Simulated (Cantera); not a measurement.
A closed system holds: 1 mol Fe3O4, 1.9 mol CO, at 1352 °C and 100 Torr.

Cantera equilibrium calculation (NASA polynomials, part measured and part estimated; ideal gas, pure solids and liquids). Candidate condensed phases: C, Fe, Fe(CO)5, FeO, Fe2O3, Fe3O4; 15 gas species. The tables' stoichiometric FeO is somewhat more stable than real wüstite, so its field is too wide. FeO: taken at fixed stoichiometry. Equilibrium is a limit: real reactors are often held back by kinetics, nucleation or transport.

Base state: CO2 0.526, CO 0.474 (mole fractions); condensed: FeO(s).

Q: What changes in the equilibrium state with this change: temperature from 1352 °C to 2050 °C?

A: 
```tsv
species	before	after
CO2	0.526	0.523
CO	0.474	0.469
Fe	1.76e-6	0.00463
O2	7.03e-9	0.00168
O	4.47e-9	0.000636
FeO	3.98e-8	0.00113
FeO(s), mol	3.00	0
FeO(l), mol	0	2.99
```
